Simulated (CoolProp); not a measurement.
The numbers come from the reference Helmholtz-energy equation of state, de Reuck 1990 in CoolProp.

### Question
Give the vapour pressure (kPa), liquid density (kg/m³), vapour density (kg/m³), surface tension (mN/m) of saturated fluorine at -154.05, -146.75 °C.

### Answer
| T (°C) | p (kPa) | liquid density (kg/m³) | vapour density (kg/m³) | surface tension (mN/m) |
|---|---|---|---|---|
| -154.05 | 1550 | 1220 | 76.0 | 4.77 |
| -146.75 | 2300 | 1130 | 116 | 3.15 |

Surface tension comes from a separate correlation (Mulero 2012).
